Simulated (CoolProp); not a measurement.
Vapour-liquid equilibrium of carbon monoxide (1) + methane (2) at 114 K; x and y are mole fractions of (1).

Computed with CoolProp (multi-fluid Helmholtz-energy mixture model, Lemmon 2006 and Setzmann 1991; pair parameters Kunz 2012).

```
x     bubble pressure, mixture model (MPa)  bubble pressure, Raoult's law (MPa)  y, mixture model  y, Raoult's law
----  ------------------------------------  -----------------------------------  ----------------  ---------------
0.05                                0.1898                               0.1838             0.373            0.368
0.15                                0.3308                               0.3067             0.663            0.661
0.25                                0.4723                               0.4296        (withheld)            0.787
0.35                                0.6073                               0.5526             0.843            0.856
0.45                                0.7318                               0.6755             0.881            0.900
0.55                                0.8454                               0.7985        (withheld)            0.931
0.65                                0.9509                               0.9214        (withheld)            0.954
0.75                                 1.054                                1.044             0.947            0.971
0.85                                 1.161                                1.167             0.966            0.984
0.95                                 1.283                                1.290             0.987            0.995
```

Question: Fill in the missing entries.

Answer: 
- 0.25, y, mixture model: 0.781
- 0.55, y, mixture model: 0.908
- 0.65, y, mixture model: 0.929

The largest gap from Raoult's law is +9.9 % in bubble pressure, at x = 0.25. No azeotrope shows between x = 0.05 and 0.95.

Pair parameters are fitted to limited data, so mixtures are less certain than the pure fluids. The gap from Raoult's law changes sign with composition, which may be real or a fault of the pair parameters; it wasn't checked against measurements.
